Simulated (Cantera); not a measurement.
Feed: 1 mol Pb, 1.8 mol CO, 0.14 mol H2, at 1373 K.

Cantera equilibrium calculation (NASA polynomials, part measured and part estimated; ideal gas, pure solids and liquids). Candidate condensed phases: C, C6H6, C7H8, C8H18, H2O, Pb, PbO, PbO2, Pb3O4; 113 gas species. Equilibrium is a limit: real reactors are often held back by kinetics, nucleation or transport.

x: gas mole fraction; n: condensed amount in mol.

```json
[
 {"P (Pa)": "10", "x CO": "0.612", "x Pb": "0.340", "x H2": "0.0476", "x CO2": "1.01e-7", "x H2O": "1.62e-8", "n C(graphite)": "0", "n Pb(l)": "0"},
 {"P (Pa)": "100", "x CO": "0.612", "x Pb": "0.340", "x H2": "0.0476", "x CO2": "8.52e-7", "x H2O": "1.36e-7", "n C(graphite)": "0", "n Pb(l)": "0"},
 {"P (Pa)": "1000", "x CO": "0.612", "x Pb": "0.340", "x H2": "0.0476", "x CO2": "8.52e-6", "x H2O": "1.36e-6", "n C(graphite)": "0", "n Pb(l)": "0"},
 {"P (Pa)": "10000", "x CO": "0.868", "x Pb": "0.0641", "x H2": "0.0675", "x CO2": "0.000171", "x H2O": "2.74e-5", "n C(graphite)": "[?]", "n Pb(l)": "0.867"},
 {"P (Pa)": "100000", "x CO": "0.920", "x Pb": "0.00641", "x H2": "0.0715", "x CO2": "0.00192", "x H2O": "0.000308", "n C(graphite)": "[?]", "n Pb(l)": "0.987"},
 {"P (Pa)": "1000000", "x CO": "0.907", "x Pb": "0.000641", "x H2": "0.0702", "x CO2": "0.0187", "x H2O": "0.00298", "n C(graphite)": "[?]", "n Pb(l)": "0.999"}
]
```

Task: What belongs in the gaps?

Result: 
- 10000, n C(graphite): 0.000407
- 100000, n C(graphite): 0.00430
- 1000000, n C(graphite): 0.0407
